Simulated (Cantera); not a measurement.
What does this Cantera script print?

```python
import numpy as np
import cantera as ct

gas = ct.Solution("gri30.yaml")
gas.TPX = 450, 190000, {'CH4': 1, 'C2H6': 0.035, 'C3H8': 0.14, 'O2': 3.14, 'N2': 11.8, 'CO2': 1.6}
inlet = ct.Reservoir(gas, clone=True)
gas.equilibrate("HP")  # start burning
reactor = ct.IdealGasConstPressureReactor(gas, energy="on", clone=False)
exhaust = ct.Reservoir(gas, clone=True)
tau = [0.45, 0.17, 0.063, 0.024, 0.0088, 0.0033, 0.0012, 0.00047, 0.00017, 6.5e-05][0]
for a, b in ((inlet, reactor), (reactor, exhaust)):
    ct.MassFlowController(a, b, mdot=lambda t: reactor.mass / tau)
net = ct.ReactorNet([reactor])
show = ['CH4', 'C2H6', 'C3H8', 'H', 'NO', 'C2H2']

rows = []
print(f"{'tau/s':>10s}{'T/K':>9s}" + "".join(f"{s:>11s}" for s in show))
for tau in [0.45, 0.17, 0.063, 0.024, 0.0088, 0.0033, 0.0012, 0.00047, 0.00017, 6.5e-05]:
    net.initial_time = 0.0
    net.advance(30 * tau)
    before = gas.X
    net.advance(40 * tau)
    drift = np.max(np.abs(gas.X - before) / (gas.X + 1e-9))
    rows.append([gas.T, *gas[show].X, drift])
    print(f"{tau:10.3e}{gas.T:9.1f}" + "".join(f"{x:11.3e}" for x in gas[show].X))
```

Result:

```
     tau/s      T/K        CH4       C2H6       C3H8          H         NO       C2H2
 4.500e-01   2059.2  8.422e-07  3.575e-09  1.407e-08  4.103e-05  6.510e-04  1.840e-07
 1.700e-01   2055.9  2.005e-06  9.142e-09  3.605e-08  5.236e-05  3.644e-04  4.137e-07
 6.300e-02   2047.6  4.477e-06  2.315e-08  9.130e-08  8.142e-05  2.126e-04  8.270e-07
 2.400e-02   2032.1  9.091e-06  5.501e-08  2.161e-07  1.483e-04  1.390e-04  1.411e-06
 8.800e-03   2005.6  1.834e-05  1.302e-07  5.039e-07  3.012e-04  9.637e-05  2.224e-06
 3.300e-03   1967.6  3.672e-05  2.936e-07  1.106e-06  6.024e-04  6.976e-05  3.297e-06
 1.200e-03   1914.8  7.837e-05  6.739e-07  2.443e-06  1.167e-03  5.049e-05  4.900e-06
 4.700e-04   1853.0  1.703e-04  1.504e-06  5.228e-06  1.971e-03  3.609e-05  7.397e-06
 1.700e-04   1767.8  4.710e-04  4.167e-06  1.373e-05  2.921e-03  2.137e-05  1.409e-05
 6.500e-05    450.0  5.645e-02  1.976e-03  7.903e-03  1.960e-30 -1.133e-18 -1.802e-17
```

Detailed kinetics in Cantera: GRI-Mech 3.0 (53 species, 325 reactions).
